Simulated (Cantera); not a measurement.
Input: 1 mol Pb, 46 mol H2, equilibrated at 0.130 bar.

Cantera equilibrium calculation (NASA polynomials, part measured and part estimated; ideal gas, pure solids and liquids). Candidate condensed phases: Pb; 4 gas species. Rates play no part.

Problem. What share of the Pb ends up in condensed phases as a function of T (K), at 473, 548, 623, 698, 773, 848, 923, 998, 1073, 1148, 1223, 1298, 1373?

Solution. 
```json
[
 {"T (K)": "473", "Pb condensed (%)": "100.0", "as": "Pb(s)"},
 {"T (K)": "548", "Pb condensed (%)": "100.0", "as": "Pb(s)"},
 {"T (K)": "623", "Pb condensed (%)": "100.0", "as": "Pb(l)"},
 {"T (K)": "698", "Pb condensed (%)": "100.0", "as": "Pb(l)"},
 {"T (K)": "773", "Pb condensed (%)": "100.0", "as": "Pb(l)"},
 {"T (K)": "848", "Pb condensed (%)": "100.0", "as": "Pb(l)"},
 {"T (K)": "923", "Pb condensed (%)": "99.9", "as": "Pb(l)"},
 {"T (K)": "998", "Pb condensed (%)": "99.5", "as": "Pb(l)"},
 {"T (K)": "1073", "Pb condensed (%)": "97.4", "as": "Pb(l)"},
 {"T (K)": "1148", "Pb condensed (%)": "90.1", "as": "Pb(l)"},
 {"T (K)": "1223", "Pb condensed (%)": "67.7", "as": "Pb(l)"},
 {"T (K)": "1298", "Pb condensed (%)": "7.7", "as": "Pb(l)"},
 {"T (K)": "1373", "Pb condensed (%)": "0.0", "as": "-"}
]
```
